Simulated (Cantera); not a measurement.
Source: NASA polynomial tables (part measured, part estimated), evaluated in Cantera. Values are per mole of reaction as written; species without (g) are pure solids or liquids, kept so even where they would boil at 1 bar.

6 H(g) + 2 CrO3(g) = Cr2O3 + 3 H2O(g)

```
T (K)  ΔH° (kJ)  ΔS° (J/K)  ΔG° (kJ)  log10 K  condensed phases
-----  --------  ---------  --------  -------  ----------------
300           ?          ?         ?        ?          Cr2O3(s)
2425          ?          ?         ?        ?          Cr2O3(s)
2525          ?          ?         ?        ?          Cr2O3(s)
2625    -2483.4     -574.4    -975.5    19.41          Cr2O3(l)
2725    -2480.0     -573.2    -918.1    17.60          Cr2O3(l)
2825    -2476.5     -571.9    -860.8    15.92          Cr2O3(l)
```

What belongs in the gaps?


- 300, ΔH° (kJ): -2582.8
- 300, ΔS° (J/K): -574.5
- 300, ΔG° (kJ): -2410.5
- 300, log10 K: 419.69
- 2425, ΔH° (kJ): -2616.9
- 2425, ΔS° (J/K): -625.8
- 2425, ΔG° (kJ): -1099.4
- 2425, log10 K: 23.68
- 2525, ΔH° (kJ): -2615.3
- 2525, ΔS° (J/K): -625.1
- 2525, ΔG° (kJ): -1036.8
- 2525, log10 K: 21.45
